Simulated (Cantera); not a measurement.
Source: NASA polynomial tables (part measured, part estimated), evaluated in Cantera. Values are per mole of reaction as written; species without (g) are pure solids or liquids, kept so even where they would boil at 1 bar.

CaF2 = Ca + 2 F(g)

```json
[
 {"T (K)": "300", "ΔH° (kJ)": "?", "ΔS° (J/K)": "?", "ΔG° (kJ)": "?", "log10 K": "?", "condensed phases": "CaF2(s), Ca(s)"},
 {"T (K)": "1948", "ΔH° (kJ)": "?", "ΔS° (J/K)": "?", "ΔG° (kJ)": "?", "log10 K": "?", "condensed phases": "CaF2(l), Ca(l)"},
 {"T (K)": "1973", "ΔH° (kJ)": "1329.8", "ΔS° (J/K)": "256.3", "ΔG° (kJ)": "824.1", "log10 K": "-21.82", "condensed phases": "CaF2(l), Ca(l)"},
 {"T (K)": "1998", "ΔH° (kJ)": "1329.3", "ΔS° (J/K)": "256.1", "ΔG° (kJ)": "817.7", "log10 K": "-21.38", "condensed phases": "CaF2(l), Ca(l)"},
 {"T (K)": "2023", "ΔH° (kJ)": "1328.8", "ΔS° (J/K)": "255.8", "ΔG° (kJ)": "811.3", "log10 K": "-20.95", "condensed phases": "CaF2(l), Ca(l)"},
 {"T (K)": "2048", "ΔH° (kJ)": "1328.3", "ΔS° (J/K)": "255.6", "ΔG° (kJ)": "804.9", "log10 K": "-20.53", "condensed phases": "CaF2(l), Ca(l)"},
 {"T (K)": "2073", "ΔH° (kJ)": "1327.8", "ΔS° (J/K)": "255.3", "ΔG° (kJ)": "798.5", "log10 K": "-20.12", "condensed phases": "CaF2(l), Ca(l)"},
 {"T (K)": "2098", "ΔH° (kJ)": "1327.3", "ΔS° (J/K)": "255.1", "ΔG° (kJ)": "792.1", "log10 K": "-19.72", "condensed phases": "CaF2(l), Ca(l)"},
 {"T (K)": "2123", "ΔH° (kJ)": "?", "ΔS° (J/K)": "?", "ΔG° (kJ)": "?", "log10 K": "?", "condensed phases": "CaF2(l), Ca(l)"}
]
```

### Question
Fill in the missing entries.

### Answer

- 300, ΔH° (kJ): 1384.7
- 300, ΔS° (J/K): 291.5
- 300, ΔG° (kJ): 1297.2
- 300, log10 K: -225.87
- 1948, ΔH° (kJ): 1330.3
- 1948, ΔS° (J/K): 256.6
- 1948, ΔG° (kJ): 830.5
- 1948, log10 K: -22.27
- 2123, ΔH° (kJ): 1326.8
- 2123, ΔS° (J/K): 254.9
- 2123, ΔG° (kJ): 785.8
- 2123, log10 K: -19.33
